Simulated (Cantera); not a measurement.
A freely propagating, adiabatic, planar premixed flame of 23.9 % H2, 16.0 % O2, 60.1 % N2, equivalence ratio 0.75, unburnt at 650 K and 1.00 bar; mixture-averaged transport, grid criteria slope 0.08 and curve 0.16, no radiation.

Detailed kinetics in Cantera: the H2/O2 subset of GRI-Mech 3.0, which has no nitrogen chemistry. Burning velocities carry a grid error of a few per cent, more on coarse grids.

### Question
Predict: laminar burning velocity; thermal thickness; peak x(HO2); peak x(H); peak x(O); peak x(OH).

### Answer
```
Quantity                    Result
------------------------  --------
laminar burning velocity  687 cm/s
thermal thickness         0.466 mm
peak x(HO2)               0.000265
peak x(H)                   0.0395
peak x(O)                   0.0152
peak x(OH)                  0.0173
```
